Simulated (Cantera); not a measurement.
Feed: 1 mol Hg, 0.15 mol N2, held at 180000 Pa.

Equilibrium computed with Cantera from the NASA thermochemical tables; the gas is ideal and each condensed phase is pure. Candidate condensed phases: Hg; 3 gas species. The numbers say what is thermodynamically allowed, not how fast it happens.

### Question
Which condensed phases are stable at each of these points (T (K)): 550, 650, 750, 850, 950, 1050, 1150, 1250?

### Answer
```json
[
 {"T (K)": "550", "condensed phases": "Hg(l)", "Hg condensed (%)": "98.2"},
 {"T (K)": "650", "condensed phases": "Hg(l)", "Hg condensed (%)": "44.0"},
 {"T (K)": "750", "condensed phases": "gas only", "Hg condensed (%)": "0.0"},
 {"T (K)": "850", "condensed phases": "gas only", "Hg condensed (%)": "0.0"},
 {"T (K)": "950", "condensed phases": "gas only", "Hg condensed (%)": "0.0"},
 {"T (K)": "1050", "condensed phases": "gas only", "Hg condensed (%)": "0.0"},
 {"T (K)": "1150", "condensed phases": "gas only", "Hg condensed (%)": "0.0"},
 {"T (K)": "1250", "condensed phases": "gas only", "Hg condensed (%)": "0.0"}
]
```

From 550 K to 650 K the condensed part is Hg(l). From 750 K to 1250 K nothing is condensed.
